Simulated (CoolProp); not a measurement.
A single-stage vapour-compression cycle with the fluid: evaporating at 209.15 K (dew point), condensing at 263.15 K (bubble point), superheat 5 K, subcooling 5 K, compressor efficiency 0.65, no pressure losses. The same conditions are run with several fluids, on thermodynamics alone (safety and materials aside).

Values from CoolProp's reference Helmholtz-energy equation of state of each fluid (ethylene: Smukala 2000; R152A: Outcalt 1996; hydrogen chloride: Thol 2018; R407C: Lemmon 2003; CH3F (R41): Lemmon 2006; R404A: Lemmon 2003). Blends and air are pseudo-pure fits.

```csv
fluid,cooling COP,pressure ratio,discharge temperature (K),refrigerating effect (kJ/kg),volumetric capacity (kJ/m³)
ethylene,1.71,(withheld),340.2,279,3230
R152A,2.11,15.7,(withheld),289,125
hydrogen chloride,1.88,6.75,440.6,338,2140
R407C,1.77,18.9,357.5,(withheld),207
CH3F (R41),1.93,7.32,387.8,(withheld),(withheld)
R404A,2.00,11.7,314.9,153,323
```

**Question.** What belongs in the gaps?

**Answer.** 
- ethylene, pressure ratio: 4.98
- R152A, discharge temperature (K): 355.1
- R407C, refrigerating effect (kJ/kg): 198
- CH3F (R41), refrigerating effect (kJ/kg): 365
- CH3F (R41), volumetric capacity (kJ/m³): 1560
